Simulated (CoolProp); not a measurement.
R1224YDZ along the isotherm 176.55 °C: Z from the reference equation and from simpler models built on Tc = 155.5 °C, pc = 3334 kPa, ω = 0.325; each cubic takes its own stable root.

Computed with CoolProp (reference Helmholtz-energy equation of state, Akasaka 2023).

```tsv
p (kPa)	phase	reference	Redlich-Kwong	Soave-Redlich-Kwong
26.4	gas	0.9977	0.9976	0.9977
39.8	gas	0.9965	0.9965	0.9966
60	gas	0.9947	0.9946	0.9948
90.5	gas	0.9920	0.9919	0.9922
137	gas	0.9879	0.9877	0.9881
206	gas	0.9817	0.9815	0.9820
311	gas	0.9723	0.9719	0.9727
469	gas	0.9578	0.9572	0.9586
707	gas	0.9355	…	0.9367
1070	gas	0.9002	0.8988	0.9023
1610	gas	…	…	0.8479
2430	gas	0.7495	0.7444	0.7557
3660	supercritical	0.5674	0.5439	0.5780
5530	supercritical	0.2987	…	0.3756
8340	supercritical	…	…	0.4449
```

Q: What belongs in the gaps?

A: 
- 707, Redlich-Kwong: 0.9346
- 1610, reference: 0.8443
- 1610, Redlich-Kwong: 0.8420
- 5530, Redlich-Kwong: 0.3510
- 8340, reference: 0.3769
- 8340, Redlich-Kwong: 0.4316
